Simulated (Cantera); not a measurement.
What does this Cantera script print?

```python
import numpy as np
import cantera as ct

gas_names = """
    H HNO HNO2 HNO3 HO2 H2 H2O H2O2 N NH NH2 NH3 NH2OH NO NO2 NO3 N2 N2H2 N2H4 N2O O OH O2 O3 Pb PbO Pb2
""".split()
cond_names = """
    H2O(s) H2O(L) Pb(cr) Pb(L) PbO(rd) PbO(yw) PbO(L) PbO2(s) Pb3O4(s)
""".split()


# ... load() reads the species with a 1 bar reference pressure and builds the phases ...
atoms = {
    'PbO': {'Pb': 1, 'O': 1},
    'H2': {'H': 2},
    'N2': {'N': 2},
    'O2': {'O': 2},
}
top_T = {'Pb3O4(s)': 820}  # K; cautious upper limits of use, not melting points


# ... equilibrate(T, P, feed) seeds the gas with the atoms and calls Mixture.equilibrate('TP', solver="vcs", rtol=1e-11, max_steps=5000) ...
results = []
feed = {'PbO': 1, 'H2': 0.037, 'N2': 0.1, 'O2': 0.025}  # mol
P = 49  # Pa
for T in [548, 623, 698, 773, 848, 923, 998, 1073, 1148, 1223, 1298, 1373]:
    mix = equilibrate(T, P, feed)
    results.append((T, P, feed, dict(zip(mix.species_names, mix.species_moles))))

top = {s: max(r[3][s] / sum(r[3][g] for g in gas_names) for r in results) for s in gas_names}
cols = sorted((s for s in top if top[s] > 0.0001), key=lambda s: -top[s])[:8]
seen = [c for c in cond_names if any(r[3].get(c, 0) > 1e-12 for r in results)]
print("log10 of partial pressures in bar; condensed amounts in mol")
print(f"{'T/K':>10s}" + "".join(f"{s[:9]:>10s}" for s in cols + seen))
for T, P, feed, n in results:
    ng = sum(n[g] for g in gas_names)
    print(f"{T:10.4g}" + "".join(f"{np.log10(max(n[s] / ng * P / 1e5, 1e-99)):10.3f}" for s in cols)
          + "".join(f"{n.get(c, 0):10.4g}" for c in seen))
```

Result:

```
log10 of partial pressures in bar; condensed amounts in mol
       T/K        N2       PbO       H2O        Pb        O2        NO   PbO(rd)   PbO(yw)    PbO(L)
       548    -3.467   -18.663    -3.898   -26.245    -4.654   -12.111         1         0         0
       623    -3.467   -15.394    -3.898   -21.538    -4.654   -11.063         1         0         0
       698    -3.467   -12.841    -3.898   -17.854    -4.654   -10.240         1         0         0
       773    -3.467   -10.795    -3.898   -14.897    -4.654    -9.576         0         1         0
       848    -3.467    -9.120    -3.898   -12.471    -4.654    -9.030         0         1         0
       923    -3.467    -7.725    -3.898   -10.447    -4.654    -8.573         0         1         0
       998    -3.467    -6.545    -3.899    -8.732    -4.654    -8.184         0    0.9999         0
      1073    -3.469    -5.536    -3.901    -7.262    -4.656    -7.852         0    0.9991         0
      1148    -3.488    -4.664    -3.920    -5.985    -4.665    -7.575         0     0.993         0
      1223    -3.595    -3.965    -4.027    -4.940    -4.653    -7.368         0         0    0.9527
      1298    -4.396    -3.467    -4.828    -4.216    -4.482    -7.456         0         0         0
      1373    -4.409    -3.518    -4.841    -4.061    -4.338    -7.190         0         0         0
```

Method: chemical equilibrium by Gibbs-energy minimisation in Cantera with the NASA 1993 tables (ideal gas, pure condensed phases). Gases not in the tables: (PbO)n polymers.
